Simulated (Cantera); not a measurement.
Charge: 1 mol CaO, 11 mol HF, at 13.0 mbar.

Equilibrium computed with Cantera from the NASA thermochemical tables; the gas is ideal and each condensed phase is pure. Candidate condensed phases: Ca, CaF2, CaO, Ca(OH)2, H2O; 29 gas species. Rates play no part.

Question: At 1973 K, list the 5 most abundant gas species with their mole fractions, and the condensed phases.

Answer: HF 0.816, CaF2 0.0906, H2O 0.0854, H2 0.00415, O2 0.00179. Condensed: gas only.
